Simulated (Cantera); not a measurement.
A closed system holds: 1 mol HI, 0.2 mol H₂, at 1.60e7 Pa.

Method: chemical equilibrium by Gibbs-energy minimisation in Cantera with the NASA 1993 tables (ideal gas, pure condensed phases). Candidate condensed phases: I₂; 10 gas species. Ions and electrons are included (thermal ionisation). The ideal-gas law is rough above about 30 bar. The numbers say what is thermodynamically allowed, not how fast it happens. All values below are at 2500 K.

Base state: HI 0.385, H₂ 0.316, I 0.253, I₂ 0.0449, H 0.00112 (mole fractions); condensed: gas only.

Q: What changes in the equilibrium state with this change: pressure from 1.60e7 Pa to 3200 Pa?

A: 
```csv
species,before,after
I,0.253,0.555
H₂,0.316,0.349
H,0.00112,0.0831
HI,0.385,0.0125
I₂,0.0449,4.32e-5
```
